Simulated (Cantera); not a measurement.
Charge: 1 mol HI, 0.05 mol O₂, 0.11 mol H₂, held at 2150 K and 4.80 bar.

Equilibrium computed with Cantera from the NASA thermochemical tables; the gas is ideal and each condensed phase is pure. Candidate condensed phases: H₂O, I₂; 12 gas species. Kinetics and transport are ignored.

Base state: I 0.456, H₂ 0.249, HI 0.209, H₂O 0.0695, I₂ 0.0150, H 0.000961, OH 3.46e-5 (mole fractions); condensed: gas only.

What changes in the equilibrium state with this change: O₂ from 0.05 to 0.78 mol?


```csv
species,before,after
I,0.456,0.451
H₂O,0.0695,0.291
O₂,1.11e-8,0.231
H₂,0.249,0.000229
HI,0.209,0.00628
I₂,0.0150,0.0147
HO₂,<1e-9,1.36e-5
O,9.40e-8,0.000429
OH,3.46e-5,0.00478
```

What changes in the equilibrium state with this change: HI replaced by H₂S?


| species | before | after |
|---|---|---|
| H₂ | 0.249 | 0.475 |
| S₂ | 0 | 0.223 |
| H₂S | 0 | 0.199 |
| I | 0.456 | 0 |
| HI | 0.209 | 0 |
| SH | 0 | 0.0317 |
| I₂ | 0.0150 | 0 |
| H₂O | 0.0695 | 0.0660 |
| S | 0 | 0.00171 |
| SO | 0 | 0.00124 |
Further candidate phases: H₂SO₄, S.

What changes in the equilibrium state with this change: temperature from 2150 K to 1525 K?


```
species    before    after
-------  --------  -------
HI          0.209    0.483
H₂          0.249    0.177
I           0.456    0.177
I₂         0.0150   0.0807
H₂O        0.0695   0.0821
OH        3.46e-5  6.54e-8
H        0.000961  4.55e-6
```
